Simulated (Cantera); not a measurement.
An isothermal, constant-pressure homogeneous reactor starts with 0.557 % H2, 99.4 % O2, at 975 K and 0.00188 atm.

Cantera simulation using GRI-Mech 3.0 (53 species, 325 reactions); the numbers are that mechanism's predictions, not measurements. Radical loss at walls, strong at low pressure, is not modelled.

x: mole fraction; the columns are a selection and need not sum to one.

| t (s) | x H2 | x O2 | x O | x HO2 | x H2O2 | x H | x OH |
|---|---|---|---|---|---|---|---|
| 3.00e-5 | 0.00557 | 0.994 | <1e-12 | <1e-12 | <1e-12 | <1e-12 | <1e-12 |
| 7.05e-5 | 0.00557 | 0.994 | <1e-12 | <1e-12 | <1e-12 | <1e-12 | <1e-12 |
| 0.000166 | 0.00557 | 0.994 | <1e-12 | <1e-12 | <1e-12 | <1e-12 | <1e-12 |
| 0.000389 | 0.00557 | 0.994 | <1e-12 | 1.48e-12 | <1e-12 | 1.25e-12 | <1e-12 |
| 0.000915 | 0.00557 | 0.994 | 1.13e-12 | 3.48e-12 | <1e-12 | 2.39e-12 | 1.09e-12 |
| 0.00215 | 0.00557 | 0.994 | 4.77e-12 | 8.17e-12 | <1e-12 | 3.95e-12 | 4.39e-12 |
| 0.00505 | 0.00557 | 0.994 | 1.77e-11 | 1.92e-11 | <1e-12 | 6.19e-12 | 1.46e-11 |
| 0.0119 | 0.00557 | 0.994 | 6.89e-11 | 4.53e-11 | <1e-12 | 1.25e-11 | 4.71e-11 |
| 0.0279 | 0.00557 | 0.994 | 3.89e-10 | 1.07e-10 | <1e-12 | 4.72e-11 | 2.21e-10 |
| 0.0656 | 0.00557 | 0.994 | 7.56e-9 | 2.73e-10 | <1e-12 | 8.04e-10 | 3.98e-9 |
| 0.154 | 0.00556 | 0.994 | 5.38e-6 | … | 1.97e-12 | 5.71e-7 | 2.82e-6 |
| 0.362 | 0.000172 | 0.990 | 0.00414 | … | 5.47e-9 | 0.000494 | 0.000376 |
| 0.851 | 1.44e-5 | 0.990 | 0.00410 | … | 1.41e-9 | 0.000233 | 0.000182 |
| 2.00 | 1.10e-5 | 0.991 | 0.00316 | … | 1.41e-9 | 0.000158 | 0.000160 |

Question: Fill in the missing entries.

Answer: 
- 0.154, x HO2: 1.72e-8
- 0.362, x HO2: 3.76e-7
- 0.851, x HO2: 2.25e-7
- 2.00, x HO2: 2.01e-7
